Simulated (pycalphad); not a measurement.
CALPHAD calculation (pycalphad, COST 507 light-alloy database (1999)), 1 atm. The database dates from 1999; later assessments differ in places, in temperatures and in the compounds included. Diffusion is slow at the low end, where real alloys seldom reach equilibrium.

Molar enthalpy of V-0.61Si (at.%) in equilibrium (SER reference):

| T (K) | H (kJ/mol) | phases |
|---|---|---|
| 2850 | 114.37 | liquid |
| 2650 | 104.91 | liquid |
| 2450 | 95.45 | liquid |
| 2350 | 90.72 | liquid |
| 2250 | 85.99 | liquid |
| 2150 | 60.06 | bcc |
| 2050 | 55.70 | bcc |
| 1850 | 47.48 | bcc |
| 1650 | 39.86 | bcc |
| 1450 | 32.76 | bcc |
| 1250 | 26.13 | bcc |
| 1050 | 19.89 | bcc + SIV3 |
| 850 | 13.76 | bcc + SIV3 |
| 650 | 8.07 | bcc + SIV3 |

Cooling from 2250 K to 2150 K, across the freezing range, releases 25.9 kJ/mol, or 510 J/g. The slope is 47 J/(mol K) in the liquid and 44 J/(mol K) just below the solidus, where it includes any heat of precipitation. Liquidus 2179 K, solidus 2177 K. Changes were sought between steps of 100 K, so a narrower field can be missed.

Database names, with the compositions (at.%) that they take in these runs: SIV3: V 75-78 Si 22-25.
